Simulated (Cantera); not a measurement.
Input (Python, Cantera):

```python
import numpy as np
import cantera as ct

gas = ct.Solution("SiF4_NH3_mec.yaml", "gas")
gas.TPX = 2250, 13332, {'NH3': 1, 'H2': 0.16}
reactor = ct.IdealGasConstPressureReactor(gas, energy="off", clone=False)
net = ct.ReactorNet([reactor])
net.rtol, net.atol = 1e-08, 1e-18
show = ['NH3', 'H2', 'N', 'N2H2', 'H', 'NH']
times = np.geomspace(9e-06, 3, 15)

steps = ct.SolutionArray(gas, extra=["t"])
rows = []
print(f"{'t/s':>10s}{'T/K':>9s}{'P/Pa':>11s}" + "".join(f"{s:>11s}" for s in show))
for t in times:
    while net.time < t:
        t_next = net.step()
        steps.append(gas.state, t=t_next)
    rows.append([np.interp(t, steps.t, y) for y in (steps.T, steps.P, *steps(*show).X.T)])
    print(f"{t:10.3e}{rows[-1][0]:9.1f}{rows[-1][1]:11.4g}" + "".join(f"{x:11.3e}" for x in rows[-1][2:]))
rate = np.gradient(steps.T, steps.t)
print("integrator steps:", len(steps.t))
if steps.T.max() > steps.T[0] + 200:
    print(f"time of steepest temperature rise: {steps.t[rate.argmax()]:.4e} s")
gas.TPX = 2250, 13332, {'NH3': 1, 'H2': 0.16}
gas.equilibrate("TP")
print(f"equilibrium (TP): T = {gas.T:.1f} K  " + "  ".join(f"{s} {gas[s].X[0]:.3e}" for s in show))
```

Output:

```
       t/s      T/K       P/Pa        NH3         H2          N       N2H2          H         NH
 9.000e-06   2250.0  1.333e+04  8.617e-01  1.380e-01  3.411e-10  2.564e-08  1.476e-05  2.078e-07
 2.232e-05   2250.0  1.333e+04  8.612e-01  1.382e-01  1.090e-08  2.366e-07  3.227e-05  1.790e-06
 5.536e-05   2250.0  1.333e+04  8.600e-01  1.385e-01  1.969e-07  2.096e-06  7.436e-05  1.151e-05
 1.373e-04   2250.0  1.333e+04  8.565e-01  1.401e-01  1.366e-06  1.254e-05  1.538e-04  4.339e-05
 3.406e-04   2250.0  1.333e+04  8.463e-01  1.470e-01  2.484e-06  2.216e-05  2.057e-04  6.546e-05
 8.447e-04   2250.0  1.333e+04  8.209e-01  1.657e-01  2.735e-06  2.138e-05  2.325e-04  6.723e-05
 2.095e-03   2250.0  1.333e+04  7.622e-01  2.086e-01  3.152e-06  1.883e-05  2.923e-04  6.867e-05
 5.196e-03   2250.0  1.333e+04  6.401e-01  2.981e-01  3.814e-06  1.426e-05  4.271e-04  6.933e-05
 1.289e-02   2250.0  1.333e+04  4.332e-01  4.497e-01  4.579e-06  8.213e-06  7.100e-04  6.550e-05
 3.196e-02   2250.0  1.333e+04  1.908e-01  6.270e-01  5.228e-06  2.989e-06  1.274e-03  5.288e-05
 7.928e-02   2250.0  1.333e+04  3.283e-02  7.419e-01  5.865e-06  4.396e-07  2.714e-03  3.129e-05
 1.966e-01   2250.0  1.333e+04  1.177e-04  7.557e-01  3.134e-06  5.372e-10  1.444e-02  3.140e-06
 4.877e-01   2250.0  1.333e+04  5.647e-06  7.528e-01  2.837e-07  2.410e-12  1.776e-02  2.301e-07
 1.210e+00   2250.0  1.333e+04  1.658e-06  7.528e-01  8.330e-08  4.422e-13  1.776e-02  6.756e-08
 3.000e+00   2250.0  1.333e+04  7.553e-07  7.528e-01  3.796e-08  2.952e-13  1.776e-02  3.078e-08
integrator steps: 1675
equilibrium (TP): T = 2250.0 K  NH3 5.806e-07  H2 7.528e-01  N 2.918e-08  N2H2 2.795e-13  H 1.776e-02  NH 2.366e-08
```

Computed with Cantera and the gas-phase N/H chemistry of the illustrative SiF4/NH3 mechanism in the Surface Chemkin manual (1991). Walls and surfaces, which speed up NH3 decomposition in real reactors, are not modelled.
